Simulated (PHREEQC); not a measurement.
A made-up water analysis in mg/L, 25 °C, pH 1.85, pe 11.7: Na 843; K 15.6; Ca 301; Mg 266; Cl 738; S(6) as SO4 4140; Si as SiO2 0.833; Fe(3) 74.5; Al 23.

Valence states are taken as typed.

Computed with PHREEQC (ion-association model, phreeqc.dat).

Q: The ionic strength comes out as 0.109 mol/kgw. What activity coefficients do FeCl+2, K+, FeSO4+, FeHSO4+2, AlHSO4+2 get?

A: FeCl+2 0.37, K+ 0.76, FeSO4+ 0.78, FeHSO4+2 0.36, AlHSO4+2 0.36.

Precipitation was switched off in this run. Saturation is exceeded, for instance for Hematite (slow to form), Goethite (slow to form); the values hold only as long as no solid forms. Complexes and solids missing from the database can't appear.
